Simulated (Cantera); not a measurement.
Cantera run:

```python
import numpy as np
import cantera as ct

gas_names = """
    H HNO HNO2 HNO3 HO2 H2 H2O H2O2 N NH NH2 NH3 NH2OH NO NO2 NO3 N2 N2H2 N2H4 N2O O OH O2 O3 Si SiH
    SiH2 SiH3 SiH4 SiN SiO SiO2 Si2 Si2N Si3
""".split()
cond_names = """
    H2O(s) H2O(L) Si(cr) Si(L) SiO2(Lqz) SiO2(hqz) SiO2(L) Si2N2O(s) Si3N4(a)
""".split()


# ... load() reads the species with a 1 bar reference pressure and builds the phases ...
atoms = {
    'Si3N4': {'Si': 3, 'N': 4},
    'H2O': {'H': 2, 'O': 1},
    'H2': {'H': 2},
}
top_T = {'Si2N2O(s)': 2100, 'Si3N4(a)': 2400}  # K; cautious upper limits of use, not melting points


# ... equilibrate(T, P, feed) seeds the gas with the atoms and calls Mixture.equilibrate('TP', solver="vcs", rtol=1e-11, max_steps=5000) ...
results = []
T = 1675  # K
P = 1000  # Pa
for m in [3.4, 7.8, 12, 17, 21, 26, 30, 34, 39, 43, 48, 52, 56]:
    feed = {'Si3N4': 1, 'H2O': 1, 'H2': m}  # mol
    mix = equilibrate(T, P, feed)
    results.append((T, P, feed, dict(zip(mix.species_names, mix.species_moles))))

top = {s: max(r[3][s] / sum(r[3][g] for g in gas_names) for r in results) for s in gas_names}
cols = sorted((s for s in top if top[s] > 1e-05), key=lambda s: -top[s])[:9]
seen = [c for c in cond_names if any(r[3].get(c, 0) > 1e-12 for r in results)]
print("log10 of partial pressures in bar; condensed amounts in mol")
print(f"{'n(H2)':>10s}" + "".join(f"{s[:9]:>10s}" for s in cols + seen))
for T, P, feed, n in results:
    ng = sum(n[g] for g in gas_names)
    print(f"{feed['H2']:10.4g}" + "".join(f"{np.log10(max(n[s] / ng * P / 1e5, 1e-99)):10.3f}" for s in cols)
          + "".join(f"{n.get(c, 0):10.4g}" for c in seen))
```

Result:

```
log10 of partial pressures in bar; condensed amounts in mol
     n(H2)        H2        N2       SiO         H        Si      SiH2    Si(cr) Si2N2O(s)  Si3N4(a)
       3.4    -2.050    -2.988    -4.413    -4.960    -6.363    -6.999    0.2494     0.981    0.2564
       7.8    -2.050    -2.988    -4.413    -4.960    -6.363    -6.999    0.9988    0.9619   0.01286
        12    -2.037    -3.120    -4.282    -4.954    -6.363    -6.986     1.073     0.926         0
        17    -2.030    -3.232    -4.170    -4.950    -6.363    -6.979     1.129    0.8697         0
        21    -2.027    -3.296    -4.106    -4.948    -6.363    -6.976     1.182    0.8168         0
        26    -2.024    -3.356    -4.046    -4.947    -6.363    -6.973     1.255    0.7431         0
        30    -2.023    -3.393    -4.008    -4.947    -6.363    -6.972     1.318    0.6796         0
        34    -2.022    -3.424    -3.978    -4.946    -6.363    -6.971     1.385    0.6129         0
        39    -2.021    -3.454    -3.947    -4.946    -6.363    -6.970     1.471     0.526         0
        43    -2.021    -3.475    -3.927    -4.945    -6.363    -6.970     1.543    0.4543         0
        48    -2.020    -3.496    -3.906    -4.945    -6.363    -6.969     1.634    0.3625         0
        52    -2.020    -3.510    -3.891    -4.945    -6.363    -6.969     1.709    0.2876         0
        56    -2.020    -3.523    -3.879    -4.945    -6.363    -6.969     1.784    0.2118         0
```

Method: chemical equilibrium by Gibbs-energy minimisation in Cantera with the NASA 1993 tables (ideal gas, pure condensed phases). Mutual solubility and eutectic melting of coexisting phases are not modelled. Gases not in the tables: Si2H6 and higher silanes.
